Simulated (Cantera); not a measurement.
What does this Cantera script print?

```python
import numpy as np
import cantera as ct

gas = ct.Solution("gri30.yaml")
gas.TPX = 1900, 1600000, {'CH4': 1, 'H2O': 2.3}
reactor = ct.IdealGasConstPressureReactor(gas, energy="off", clone=False)
net = ct.ReactorNet([reactor])
net.rtol, net.atol = 1e-08, 1e-18
show = ['CH4', 'H2O', 'OH', 'C2H6', 'C2H', 'CH2O', 'C2H2']
times = np.geomspace(9e-05, 200, 9)

steps = ct.SolutionArray(gas, extra=["t"])
rows = []
print(f"{'t/s':>10s}{'T/K':>9s}{'P/Pa':>11s}" + "".join(f"{s:>11s}" for s in show))
for t in times:
    while net.time < t:
        t_next = net.step()
        steps.append(gas.state, t=t_next)
    rows.append([np.interp(t, steps.t, y) for y in (steps.T, steps.P, *steps(*show).X.T)])
    print(f"{t:10.3e}{rows[-1][0]:9.1f}{rows[-1][1]:11.4g}" + "".join(f"{x:11.3e}" for x in rows[-1][2:]))
rate = np.gradient(steps.T, steps.t)
print("integrator steps:", len(steps.t))
if steps.T.max() > steps.T[0] + 200:
    print(f"time of steepest temperature rise: {steps.t[rate.argmax()]:.4e} s")
gas.TPX = 1900, 1600000, {'CH4': 1, 'H2O': 2.3}
gas.equilibrate("TP")
print(f"equilibrium (TP): T = {gas.T:.1f} K  " + "  ".join(f"{s} {gas[s].X[0]:.3e}" for s in show))
```

Result:

```
       t/s      T/K       P/Pa        CH4        H2O         OH       C2H6        C2H       CH2O       C2H2
 9.000e-05   1900.0    1.6e+06  1.560e-01  6.153e-01  1.991e-05  7.564e-04  2.379e-07  5.649e-05  4.552e-02
 5.592e-04   1900.0    1.6e+06  6.204e-02  5.308e-01  1.533e-05  9.581e-05  3.377e-07  1.561e-05  7.316e-02
 3.475e-03   1900.0    1.6e+06  3.579e-02  4.087e-01  1.043e-05  3.015e-05  1.872e-07  4.975e-06  4.601e-02
 2.159e-02   1900.0    1.6e+06  1.763e-02  2.738e-01  6.121e-06  6.093e-06  2.556e-08  1.511e-06  7.183e-03
 1.342e-01   1900.0    1.6e+06  5.323e-04  2.299e-01  4.930e-06  5.231e-09  1.884e-11  6.785e-07  5.521e-06
 8.337e-01   1900.0    1.6e+06  3.450e-06  2.291e-01  4.924e-06  2.406e-13  1.015e-15  6.594e-07  2.970e-10
 5.180e+00   1900.0    1.6e+06  3.450e-06  2.291e-01  4.924e-06  2.406e-13  1.015e-15  6.594e-07  2.970e-10
 3.219e+01   1900.0    1.6e+06  3.450e-06  2.291e-01  4.924e-06  2.406e-13  1.015e-15  6.594e-07  2.970e-10
 2.000e+02   1900.0    1.6e+06  3.450e-06  2.291e-01  4.924e-06  2.406e-13  1.015e-15  6.594e-07  2.970e-10
integrator steps: 2101
equilibrium (TP): T = 1900.0 K  CH4 3.742e-06  H2O 2.291e-01  OH 4.924e-06  C2H6 2.799e-13  C2H 1.160e-15  CH2O 6.594e-07  C2H2 3.394e-10
```

Cantera simulation using GRI-Mech 3.0 (53 species, 325 reactions); the numbers are that mechanism's predictions, not measurements. The pressure lies above the range GRI-Mech 3.0 was tuned for (to about 10 atm).
